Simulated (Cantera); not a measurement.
Input: 1 mol N2O, 3.6 mol H2O, 10 mol H2, equilibrated at 2127 °C and 0.000180 bar.

Method: chemical equilibrium by Gibbs-energy minimisation in Cantera with the NASA 1993 tables (ideal gas, pure condensed phases). Candidate condensed phases: H2O; 24 gas species. Kinetics and transport are ignored.

Base state: H 0.551, H2 0.216, H2O 0.0790, O 0.0632, N2 0.0429, OH 0.0370, O2 0.00956, NO 0.000953 (mole fractions); condensed: gas only.

Task: What changes in the equilibrium state with this change: pressure from 0.000180 bar to 1.70 bar?

Result: 
```
species    before     after
-------  --------  --------
H2          0.216     0.609
H2O        0.0790     0.312
N2         0.0429    0.0681
H           0.551   0.00952
O          0.0632   9.40e-6
OH         0.0370  0.000898
O2        0.00956   2.00e-6
NO       0.000953   1.74e-5
```

Task: What changes in the equilibrium state with this change: H2O from 3.6 to 0.12 mol?

Result: 
```tsv
species	before	after
H	0.551	0.610
H2	0.216	0.264
N2	0.0429	0.0598
H2O	0.0790	0.0312
O	0.0632	0.0204
OH	0.0370	0.0132
O2	0.00956	0.000997
NO	0.000953	0.000363
```

Task: What changes in the equilibrium state with this change: N2O replaced by HF?

Result: 
```
species    before     after
-------  --------  --------
H           0.551     0.571
H2          0.216     0.232
H2O        0.0790    0.0668
HF              0    0.0439
N2         0.0429         0
O          0.0632    0.0498
OH         0.0370    0.0302
NO       0.000953         0
F               0  0.000172
O2        0.00956   0.00593
```
